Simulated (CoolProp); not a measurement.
Values from CoolProp's reference Helmholtz-energy equation of state, Thol 2017.

Q: For decamethyltetrasiloxane (MD2M), give the phase and the density (kg/m³), cv (kJ/(kg K)), Joule-Thomson coefficient (K/MPa), isothermal compressibility (1/MPa) at 35.55 °C and 1.37 MPa; 58.15 °C and 1.37 MPa.

A: 
- 35.55 °C and 1.37 MPa: liquid; density 840, cv 1.46, Joule-Thomson coefficient -0.435, isothermal compressibility 0.00174
- 58.15 °C and 1.37 MPa: liquid; density 818, cv 1.52, Joule-Thomson coefficient -0.408, isothermal compressibility 0.00208
